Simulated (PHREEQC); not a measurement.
A made-up water analysis in mg/L, 25 °C, pH 2.61, pe 9.9: Na 120; K 22.6; Ca 432; Mg 410; Cl 797; S(6) as SO4 1990; Li 13.3; Zn 105; Mn(2) 0.983; Sr 1.46.

Valence states are taken as typed.

Computed with PHREEQC (ion-association model, wateq4f.dat).

This is a speciation only: nothing precipitates in the calculation.

Q: Estimate the ionic strength, charge-balance error.

A: ionic strength 0.0809 mol/kgw; charge-balance error 6.8 %.

Q: In which forms is Sr present?

A: Sr+2 74 %, SrSO4 26 % of the Sr.

Complexes and solids missing from the database can't appear.
